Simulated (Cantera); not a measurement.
An adiabatic, constant-pressure homogeneous reactor starts with H₂ : O₂ : N₂ = 1 : 0.16 : 2.25 (molar parts), equivalence ratio 3.1, at 1050 K and 3.80 bar.

Cantera simulation using the H2/O2 subset of GRI-Mech 3.0, which has no nitrogen chemistry; the numbers are that mechanism's predictions, not measurements. The hydrogen kinetics of GRI-Mech 3.0 are dated; newer H2 mechanisms differ, most at raised pressure.

Problem. Predict: time of steepest temperature rise; temperature at 0.400 s; equilibrium temperature; x(H₂) at 0.400 s; x(OH) at 0.400 s; x(H₂O) at 0.400 s; x(H) at 0.400 s.

Solution. 
```json
{
 "time_of_steepest_temperature_rise": "2.21 ms",
 "temperature at 0.400 s": "1748 K",
 "equilibrium_temperature": "1748 K",
 "x(H₂) at 0.400 s": "0.209 (gas-phase equilibrium 0.209)",
 "x(OH) at 0.400 s": "1.47e-6 (gas-phase equilibrium 1.47e-6)",
 "x(H₂O) at 0.400 s": "0.0985 (gas-phase equilibrium 0.0985)",
 "x(H) at 0.400 s": "5.38e-5 (gas-phase equilibrium 5.38e-5)"
}
```
